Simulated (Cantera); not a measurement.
Input: 1 mol Si, 0.029 mol N2O, 720 mol H2, 0.071 mol O2, held at 2075 K and 1 atm.

Equilibrium computed with Cantera from the NASA thermochemical tables; the gas is ideal and each condensed phase is pure. Candidate condensed phases: H2O, Si, SiO2, Si2N2O, Si3N4; 35 gas species. Gases not in the tables: Si2H6 and higher silanes. The numbers say what is thermodynamically allowed, not how fast it happens.

Question: What is the equilibrium state?

Answer: 
```json
{
  "x(H2)": "0.997",
  "x(H)": "0.00264",
  "x(SiO)": "0.000237",
  "x(SiH2)": "0.000160",
  "x(Si)": "0.000101",
  "x(SiH)": "5.79e-5",
  "x(N2)": "4.00e-5",
  "x(Si2)": "1.24e-6",
  "n(Si(l))": "0.596 mol",
  "gas_amount": "721.2 mol"
}
```
